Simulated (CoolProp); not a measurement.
The fluid at 493.73 K and 4.94 MPa flows at 23 m/s in a round tube of 2 mm bore and 1.5 µm roughness, fully developed (64/Re and Nu = 3.66 if laminar; Colebrook and Gnielinski if turbulent). The same conditions are run with several fluids, on thermodynamics alone (safety and materials aside).

The numbers come from the reference Helmholtz-energy equation of state of each fluid (carbon dioxide: Span 1996; ammonia: Gao 2020; R22: Kamei 1995; oxygen: Schmidt 1985) in CoolProp.

```csv
fluid,Reynolds number,Darcy friction factor,pressure drop (Pa/m),heat-transfer coefficient (W/(m² K)),mass flow (kg/h)
carbon dioxide,103000,0.0212,___,4010,___
ammonia,___,0.0228,___,___,5.80
R22,237000,0.0198,310000,7210,30.8
oxygen,56600,0.0229,___,___,9.92
```

Complete the blanks.


- carbon dioxide, pressure drop (Pa/m): 154000
- carbon dioxide, mass flow (kg/h): 14.3
- ammonia, Reynolds number: 57600
- ammonia, pressure drop (Pa/m): 67300
- ammonia, heat-transfer coefficient (W/(m² K)): 4300
- oxygen, pressure drop (Pa/m): 115000
- oxygen, heat-transfer coefficient (W/(m² K)): 2800

Above 300 K oxygen's equation is extrapolated.

Transport values come from each fluid's own correlations; those of R22 are estimates that may be off by 10 % or more.
